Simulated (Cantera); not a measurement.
A closed system holds: 1 mol SiCl4, 3 mol H2, 0.64 mol HCl, held at 1098.15 K and 3.90 bar.

Method: chemical equilibrium by Gibbs-energy minimisation in Cantera with the NASA 1993 tables (ideal gas, pure condensed phases). Candidate condensed phases: Si; 19 gas species. The tables' values for SiCl3 are old estimates; treat these amounts as uncertain. Kinetics and transport are ignored.

Base state: H2 0.634, SiCl4 0.203, HCl 0.151, SiHCl3 0.0124, SiCl3 0.000432, SiH2Cl2 9.06e-5, SiCl2 1.29e-5 (mole fractions); condensed: gas only.

Q: What changes in the equilibrium state with this change: SiCl4 replaced by Si?

A: 
```json
[
 {"species": "H2", "before": "0.634", "after": "0.936"},
 {"species": "SiHCl3", "before": "0.0124", "after": "0.0248"},
 {"species": "SiCl4", "before": "0.203", "after": "0.0221"},
 {"species": "HCl", "before": "0.151", "after": "0.0122"},
 {"species": "SiH3Cl", "before": "1.76e-7", "after": "0.000118"},
 {"species": "SiH2Cl2", "before": "9.06e-5", "after": "0.00333"},
 {"species": "SiCl2", "before": "1.29e-5", "after": "0.000321"},
 {"species": "SiCl3", "before": "0.000432", "after": "0.000712"},
 {"species": "Si(s), mol", "before": "0", "after": "0.822"}
]
```

Q: What changes in the equilibrium state with this change: temperature from 1098.15 K to 1323 K?

A: 
| species | before | after |
|---|---|---|
| H2 | 0.634 | 0.606 |
| HCl | 0.151 | 0.180 |
| SiCl4 | 0.203 | 0.174 |
| SiHCl3 | 0.0124 | 0.0298 |
| SiCl2 | 1.29e-5 | 0.00184 |
| SiCl3 | 0.000432 | 0.00766 |

Q: What changes in the equilibrium state with this change: temperature from 1098.15 K to 1398 K?

A: 
```json
[
 {"species": "H2", "before": "0.634", "after": "0.590"},
 {"species": "HCl", "before": "0.151", "after": "0.197"},
 {"species": "SiCl4", "before": "0.203", "after": "0.158"},
 {"species": "SiCl3", "before": "0.000432", "after": "0.0145"},
 {"species": "SiHCl3", "before": "0.0124", "after": "0.0332"},
 {"species": "SiCl2", "before": "1.29e-5", "after": "0.00565"},
 {"species": "SiH2Cl2", "before": "9.06e-5", "after": "0.00105"}
]
```
